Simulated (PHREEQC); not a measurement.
Solution (25 °C): 0.036 mol ZnSO4, 0.021 mol HCl and 0.0098 mol Ca(OH)2 per kg of water. Closed to the air; pH follows from the charge balance.

The numbers come from PHREEQC with the ion-association model, phreeqc.dat.

This is a speciation only: nothing precipitates in the calculation.

**Question.** Order these Zn species by the share of Zn that they hold, largest first: Zn(SO4)2-2, ZnCl+, Zn+2, ZnSO4.

**Answer.** Zn+2 (61 %), ZnSO4 (33 %), Zn(SO4)2-2 (4.7 %), ZnCl+ (1.2 %)

**Question.** Order these Ca species by the share of Ca that they hold, largest first: CaHSO4+, Ca+2, CaSO4.

**Answer.** Ca+2 (70 %), CaSO4 (30 %), CaHSO4+ (0.18 %)

The pH is 3.16 and the ionic strength 0.107 mol/kgw.
